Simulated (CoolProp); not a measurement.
CH3F (R41) along the isotherm 151.85 °C: Z from the reference equation and from simpler models built on Tc = 44.1 °C, pc = 5.906 MPa, ω = 0.200; each cubic takes its own stable root.

Model: reference Helmholtz-energy equation of state, Lemmon 2006, in CoolProp. It is a short technical equation, of lower accuracy than the large ones.

```json
[
 {"p (MPa)": "4.92", "phase": "gas", "reference": "0.8793"},
 {"p (MPa)": "9.84", "phase": "supercritical", "reference": "0.7690"},
 {"p (MPa)": "14.8", "phase": "supercritical", "reference": "0.6841"},
 {"p (MPa)": "19.7", "phase": "supercritical", "reference": "0.6447"},
 {"p (MPa)": "24.6", "phase": "supercritical", "reference": "0.6486"},
 {"p (MPa)": "29.5", "phase": "supercritical", "reference": "0.6784"},
 {"p (MPa)": "34.5", "phase": "supercritical", "reference": "0.7216"},
 {"p (MPa)": "39.4", "phase": "supercritical", "reference": "0.7699"},
 {"p (MPa)": "44.3", "phase": "supercritical", "reference": "0.8210"},
 {"p (MPa)": "49.2", "phase": "supercritical", "reference": "0.8736"},
 {"p (MPa)": "54.1", "phase": "supercritical", "reference": "0.9269"},
 {"p (MPa)": "59.1", "phase": "supercritical", "reference": "0.9814"}
]
```

**Question.** How far does each simpler model (van der Waals, Peng-Robinson) lie from the reference over these 12 states: mean and median of the absolute difference, and the worst?

**Answer.** 
- van der Waals: mean 22.7 %, median 26.8 %, worst +40.8 % at 151.85 °C and 59.1 MPa
- Peng-Robinson: mean 10.7 %, median 12.3 %, worst +14.9 % at 151.85 °C and 29.5 MPa
